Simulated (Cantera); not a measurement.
**NO annealing gas**

An isothermal, constant-pressure homogeneous reactor starts with 52.9 % NO, 47.1 % N2, at 1975 K and 12.8 Torr.

Cantera simulation using GRI-Mech 3.0 (53 species, 325 reactions); the numbers are that mechanism's predictions, not measurements. Radical loss at walls, strong at low pressure, is not modelled.

| t (s) | x NO | x O2 | x N2O | x N2 | x NO2 | x O |
|---|---|---|---|---|---|---|
| 0.000400 | 0.529 | 4.46e-9 | 1.83e-6 | 0.471 | 4.88e-9 | 1.85e-6 |
| 0.000987 | 0.529 | 2.73e-8 | 4.46e-6 | 0.471 | 2.86e-8 | 4.59e-6 |
| 0.00243 | 0.529 | 1.69e-7 | 1.07e-5 | 0.471 | 1.59e-7 | 1.15e-5 |
| 0.00600 | 0.529 | 1.07e-6 | 2.48e-5 | 0.471 | 7.92e-7 | 2.95e-5 |
| 0.0148 | 0.529 | 7.35e-6 | 5.26e-5 | 0.471 | 3.16e-6 | 7.88e-5 |
| 0.0365 | 0.529 | 5.58e-5 | 9.06e-5 | 0.471 | 8.76e-6 | 0.000209 |
| 0.0900 | 0.528 | 0.000380 | 0.000107 | 0.471 | 1.49e-5 | 0.000427 |
| 0.222 | 0.525 | 0.00167 | 0.000101 | 0.473 | 1.82e-5 | 0.000544 |
| 0.548 | 0.518 | 0.00517 | 9.57e-5 | 0.476 | 2.23e-5 | 0.000607 |
| 1.35 | 0.499 | 0.0144 | 8.48e-5 | 0.485 | 3.04e-5 | 0.000737 |
| 3.33 | 0.450 | 0.0390 | 6.30e-5 | 0.510 | 4.35e-5 | 0.000993 |
| 8.22 | 0.327 | 0.0999 | 2.92e-5 | 0.571 | 5.15e-5 | 0.00143 |
| 20.3 | 0.131 | 0.198 | 4.15e-6 | 0.669 | 2.96e-5 | 0.00191 |
| 50.0 | 0.0244 | 0.251 | 1.75e-7 | 0.722 | 6.25e-6 | 0.00213 |
x: mole fraction; the columns are a selection and need not sum to one.

Equilibrium at this temperature and pressure: NO 0.00768, O2 0.259, N2O 5.43e-8, N2 0.731, NO2 2.00e-6, O 0.00216 (gas phase only).
